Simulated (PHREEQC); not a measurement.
Synthetic water in mg/L, 25 °C, pH 2.43, pe 11.8:

```
constituent                mg/L
-----------------------  ------
Na                          128
K                          56.4
Ca                          205
Mg                         2.39
Cl                         53.4
S(6) as SO4                1120
Pb                         16.2
Si as SiO2                0.218
O(0) (dissolved oxygen)  0.0716
```

Valence states are taken as typed.

Equilibrium calculation in PHREEQC: ion-association model, phreeqc.dat.

Each row changes one thing in this solution. This is a speciation only: nothing precipitates in the calculation.

```csv
case,ionic strength (mol/kgw),SO4-2 (mol/kgw),Ca+2 (mol/kgw),HSO4- (mol/kgw),CaSO4 (mol/kgw),NaSO4- (mol/kgw),SI of Gypsum (CaSO4:2H2O),SI of Anglesite (PbSO4)
as made,0.0310,0.00813,0.00363,0.00182,0.00145,0.000116,-0.50,+0.66
Mg from 2.39 to 1.2 mg/L,0.0310,0.00814,0.00362,0.00182,0.00146,0.000116,-0.50,+0.66
Mg from 2.39 to 4.78 mg/L,0.0311,0.00810,0.00363,…,0.00145,0.000116,-0.51,+0.66
all concentrations times 2 at the same typed pH,0.0573,…,0.00650,0.00312,…,…,-0.10,+1.01
```

### Question
What belongs in the gaps?

### Answer

- Mg from 2.39 to 4.78 mg/L, HSO4- (mol/kgw): 0.00181
- all concentrations times 2 at the same typed pH, SO4-2 (mol/kgw): 0.0158
- all concentrations times 2 at the same typed pH, CaSO4 (mol/kgw): 0.00365
- all concentrations times 2 at the same typed pH, NaSO4- (mol/kgw): 0.000378

Some of these states are supersaturated (in Anglesite, for instance).
